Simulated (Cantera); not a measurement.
Cantera run, input and output.

```python
import numpy as np
import cantera as ct

gas = ct.Solution("gri30.yaml")
gas.TPX = 700, 200000, {'C3H8': 1, 'O2': 3.57, 'N2': 21}
inlet = ct.Reservoir(gas, clone=True)
gas.equilibrate("HP")  # start burning
reactor = ct.IdealGasConstPressureReactor(gas, energy="on", clone=False)
exhaust = ct.Reservoir(gas, clone=True)
tau = [0.045, 0.019, 0.0076, 0.0031, 0.0013, 0.00053, 0.00022, 9.1e-05, 3.7e-05, 1.5e-05][0]
for a, b in ((inlet, reactor), (reactor, exhaust)):
    ct.MassFlowController(a, b, mdot=lambda t: reactor.mass / tau)
net = ct.ReactorNet([reactor])
show = ['C3H8', 'O2', 'CH2CO', 'C2H6', 'HCN', 'CO']

rows = []
print(f"{'tau/s':>10s}{'T/K':>9s}" + "".join(f"{s:>11s}" for s in show))
for tau in [0.045, 0.019, 0.0076, 0.0031, 0.0013, 0.00053, 0.00022, 9.1e-05, 3.7e-05, 1.5e-05]:
    net.initial_time = 0.0
    net.advance(30 * tau)
    before = gas.X
    net.advance(40 * tau)
    drift = np.max(np.abs(gas.X - before) / (gas.X + 1e-9))
    rows.append([gas.T, *gas[show].X, drift])
    print(f"{tau:10.3e}{gas.T:9.1f}" + "".join(f"{x:11.3e}" for x in gas[show].X))
```

Output:

```
     tau/s      T/K       C3H8         O2      CH2CO       C2H6        HCN         CO
 4.500e-02   1953.0  9.951e-07  1.810e-04  3.454e-06  8.197e-08  4.530e-05  6.382e-02
 1.900e-02   1949.8  2.019e-06  3.213e-04  5.369e-06  1.622e-07  7.321e-05  6.350e-02
 7.600e-03   1944.1  4.139e-06  5.757e-04  7.870e-06  2.960e-07  1.111e-04  6.328e-02
 3.100e-03   1935.0  8.293e-06  1.027e-03  1.124e-05  5.252e-07  1.498e-04  6.321e-02
 1.300e-03   1920.6  1.677e-05  1.875e-03  1.694e-05  1.014e-06  1.740e-04  6.341e-02
 5.300e-04   1893.1  3.761e-05  3.759e-03  3.047e-05  2.464e-06  1.610e-04  6.433e-02
 2.200e-04   1825.8  1.082e-04  9.104e-03  8.629e-05  1.050e-05  8.761e-05  6.701e-02
 9.100e-05    700.0  3.911e-02  1.396e-01  1.673e-17  2.635e-17  9.852e-19  9.249e-16
 3.700e-05    700.0  3.911e-02  1.396e-01 -1.723e-22 -2.711e-22 -1.014e-23 -9.522e-21
 1.500e-05    700.0  3.911e-02  1.396e-01 -1.710e-25 -2.596e-25 -1.007e-26 -9.451e-24
```

Computed with Cantera and GRI-Mech 3.0 (53 species, 325 reactions). GRI-Mech 3.0 was tuned for natural gas; its chemistry of propane as a main component is partial and can be far from experiment.
